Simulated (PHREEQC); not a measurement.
Solution A (10 mmol/kgw CuCl2, 0.37 mmol/kgw HCl and 1.2 mmol/kgw NaCl) is mixed with solution B (1.1 mmol/kgw H3PO4, 1.5 mmol/kgw NaOH and 30 mmol/kgw KCl) at 25 °C; shares are by mass of water, 1 kg in all. O2 is buffered at 0.21 atm. No CO2 enters from the air. Solids allowed: Cu(OH)2, Atacamite, Cu3(PO4)2:3H2O, Halite. Others were left out.

Computed with PHREEQC (ion-association model, wateq4f.dat).

Problem. Predict pH, Cu3(PO4)2:3H2O (mol), Cu in solution (mol/kgw) at share of solution B = 0.05, 0.95.

Solution. 
| share of solution B | pH | Cu3(PO4)2:3H2O (mol) | Cu in solution (mol/kgw) |
|---|---|---|---|
| 0.05 | 3.54 | 0 | 0.00950 |
| 0.95 | 5.49 | 8.43e-5 | 0.000247 |

H3PO4, which wateq4f.dat lacks, is added to it with the constant of phreeqc.dat. The database has no phosphate complexes of Cu.
